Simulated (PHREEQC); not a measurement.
TMAH is added in steps, without added water, to 1 kg of water holding 11 mmol/kgw CdI2, at 73 °C. Oxygen alone is held at its pressure in air (log pO2 = -0.68). The system is closed to CO2. No solid was allowed to form.

Base run: PHREEQC, ion-association model, wateq4f.dat. Each further column changes one thing. The table gives pH.

| TMAH added (mol) | base | CdI2 replaced by ZnI2 at the same molality | diluted 5-fold with water | CdI2 from 0.011 to 0.0055 mol/kgw |
|---|---|---|---|---|
| 0 | 5.62 | (withheld) | 5.81 | 5.69 |
| 0.001395 | 8.39 | 6.97 | 9.03 | 8.60 |
| 0.00279 | 8.77 | (withheld) | 9.68 | 9.06 |
| 0.004185 | 9.03 | 7.58 | 10.03 | 9.42 |
| 0.005115 | 9.18 | (withheld) | 10.18 | 9.64 |
| 0.00651 | 9.38 | (withheld) | 10.34 | 9.93 |
| 0.007905 | 9.58 | 8.10 | 10.45 | 10.14 |
| 0.0093 | 9.76 | (withheld) | 10.54 | 10.29 |

Task: Some entries are withheld; supply them.

Result: 
- 0, CdI2 replaced by ZnI2 at the same molality: 4.92
- 0.00279, CdI2 replaced by ZnI2 at the same molality: 7.33
- 0.005115, CdI2 replaced by ZnI2 at the same molality: 7.71
- 0.00651, CdI2 replaced by ZnI2 at the same molality: 7.91
- 0.0093, CdI2 replaced by ZnI2 at the same molality: 8.31

In at least one series the solution becomes supersaturated in solids that the run did not let form, among them Cd(OH)2. (CH3)4N+ isn't in the database: it is added as a free cation with an ion size of 4 Å. Constants without temperature data keep their 25 °C values here.
